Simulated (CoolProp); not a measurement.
Properties of fluorine at several states (Tc = -128.7 °C, pc = 52.40 bar, ω = 0.045).

The numbers come from the reference Helmholtz-energy equation of state, de Reuck 1990 in CoolProp.

| T (°C) | p (bar) | phase | cp (kJ/(kg K)) | isothermal compressibility (1/MPa) | expansivity (1/kK) | fugacity coefficient |
|---|---|---|---|---|---|---|
| -49.95 | 1.76 | gas | 0.7937 | 5.697 | 4.523 | 0.9974 |
| -47.15 | 179 | supercritical | 1.329 | 0.05641 | 8.557 | 0.7990 |
| -13.15 | 119 | supercritical | 1.009 | 0.08689 | 5.403 | 0.9159 |
| -138.25 | 14.1 | gas | 0.9710 | 0.8188 | 10.99 | 0.8919 |
| -38.55 | 87.5 | supercritical | 1.011 | 0.1232 | 6.258 | 0.9003 |
